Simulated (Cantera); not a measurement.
A closed system holds: 1 mol Si₃N₄, 0.24 mol O₂, 200 mol H₂, equilibrated at 750 Torr.

These are equilibrium values from Cantera (NASA tables, ideal gas, pure condensed phases), not measurements of a reactor. Candidate condensed phases: H₂O, Si, SiO₂, Si₂N₂O, Si₃N₄; 35 gas species. Mutual solubility and eutectic melting of coexisting phases are not modelled. Gases not in the tables: Si₂H₆ and higher silanes. Equilibrium is a limit: real reactors are often held back by kinetics, nucleation or transport.

log p: log10 of the partial pressure in bar; n: condensed amount in mol.

```csv
T (K),log p H₂,log p N₂,log p H,log p SiO,log p SiH₂,log p Si,n Si₂N₂O(s),n Si₃N₄(s),n Si(s),n Si(l)
1073,0.00,-3.10,-7.85,<-12,<-12,<-12,0.480,0.680,0,0
1223,0.00,-3.10,[?],[?],[?],<-12,0.480,0.680,0,0
1373,0.00,-3.10,-5.48,-8.34,-8.21,-11.02,0.480,0.680,0,0
1523,0.00,-3.10,-4.64,-6.17,-6.39,-8.43,0.480,0.680,0,0
1673,0.00,-3.00,-3.94,-4.43,-4.96,-6.38,0.473,0.664,0.0527,0
1823,0.00,[?],[?],[?],[?],[?],[?],0,0,[?]
1973,-0.01,-2.01,-2.87,-2.63,-4.05,-4.50,0,0,0,2.49
2123,-0.01,-2.01,-2.45,-2.63,-3.70,-3.77,0,0,0,2.42
```

Question: Fill in the missing entries.

Answer: 
- 1223, log p H: -6.52
- 1223, log p SiO: -11.05
- 1223, log p SiH₂: -10.49
- 1823, log p N₂: -2.08
- 1823, log p H: -3.37
- 1823, log p SiO: -3.14
- 1823, log p SiH₂: -4.46
- 1823, log p Si: -5.35
- 1823, n Si₂N₂O(s): 0.334
- 1823, n Si(l): 2.18
